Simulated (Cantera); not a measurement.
Input: 1 mol Cr, 3.6 mol N2, equilibrated at 2625 K and 1 atm.

These are equilibrium values from Cantera (NASA tables, ideal gas, pure condensed phases), not measurements of a reactor. Candidate condensed phases: Cr, CrN, Cr2N; 4 gas species. Rates play no part.

Base state: N2 0.824, Cr 0.176 (mole fractions); condensed: Cr(l).

Problem. What changes in the equilibrium state with this change: pressure from 1 atm to 0.200 bar?

Solution. 
```csv
species,before,after
N2,0.824,0.783
Cr,0.176,0.217
"Cr(l), mol",0.233,0
```

Problem. What changes in the equilibrium state with this change: pressure from 1 atm to 5.30 bar?

Solution. 
```
species     before   after
----------  ------  ------
N2           0.824   0.966
Cr           0.176  0.0336
Cr(l), mol   0.233   0.875
```

Problem. What changes in the equilibrium state with this change: temperature from 2625 K to 1448.15 K?

Solution. 
```csv
species,before,after
N2,0.824,1.00
Cr,0.176,7.33e-8
"Cr(l), mol",0.233,0
"Cr2N(s), mol",0,0.500
```
